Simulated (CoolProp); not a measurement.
Vapour-liquid equilibrium of CHF3 (R23) (1) + R227EA (2) at 0.0439 MPa; x and y are mole fractions of (1).

The numbers come from the multi-fluid Helmholtz-energy mixture model, Penoncello 2003 and Lemmon 2016; pair parameters Bell 2016 in CoolProp.

**Question.** Give the bubble temperature and the first vapour's composition at x = 0.15, 0.25, 0.45. Is there an azeotrope?

**Answer.** x = 0.15: -67.5 °C, y = 0.889; x = 0.25: -77.0 °C, y = 0.953; x = 0.45: -86.2 °C, y = 0.984. No azeotrope shows between x = 0.05 and 0.95.

Pair parameters are fitted to limited data, so mixtures are less certain than the pure fluids.
